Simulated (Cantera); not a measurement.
Gas mixture: O₂ : N₂O = 0.14 : 0.96 (molar parts), at 1.10 bar, frozen composition.

Cantera's kinetic-theory transport with the Lennard-Jones parameters of GRI-Mech 3.0, ideal gas; thermal conductivity in the multicomponent form. The composition is frozen, though it would react at the higher temperatures.

D: mixture-averaged diffusion coefficient of that species in the mixture.

```csv
T (K),ρ (kg/m³),cp (J/kg/K),μ (µPa s),λ (mW/m/K),Pr,D (cm²/s) H₂O,D (cm²/s) CO₂,D (cm²/s) CH₄
400,1.41,967.5,20.0,26.2,0.741,0.279,0.183,0.276
550,1.02,1065,…,…,0.741,…,…,…
700,0.803,1139,31.5,48.4,0.741,0.811,0.507,0.742
850,0.661,1196,…,…,0.740,…,…,…
1000,0.562,1239,40.8,68.5,0.738,1.55,0.944,1.37
1150,0.489,1268,45.0,77.4,0.737,1.98,1.20,1.73
```

Task: Some entries are withheld; supply them.

Result: 
- 550, μ (µPa s): 26.1
- 550, λ (mW/m/K): 37.5
- 550, D (cm²/s) H₂O: 0.516
- 550, D (cm²/s) CO₂: 0.329
- 550, D (cm²/s) CH₄: 0.487
- 850, μ (µPa s): 36.3
- 850, λ (mW/m/K): 58.8
- 850, D (cm²/s) H₂O: 1.16
- 850, D (cm²/s) CO₂: 0.712
- 850, D (cm²/s) CH₄: 1.04
